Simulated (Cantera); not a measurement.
Charge: 1 mol C2H4, 0.52 mol NH3, 5.1 mol N2, equilibrated at 2098.15 K and 4300 Pa.

These are equilibrium values from Cantera (NASA tables, ideal gas, pure condensed phases), not measurements of a reactor. Candidate condensed phases: C, C6H6, C7H8, C8H18; 92 gas species. The numbers say what is thermodynamically allowed, not how fast it happens.

Q: What is the equilibrium state?

A: x(N2): 0.650
x(H2): 0.330
x(HCN): 0.00987
x(H): 0.00853
x(HNC): 0.000665
x(C2H2 (acetylene)): 0.000472
x(CN): 7.44e-6
x(C2N2): 2.85e-6
x(CH4): 1.55e-6
n(C(graphite)): 1.91 mol
gas amount: 8.175 mol
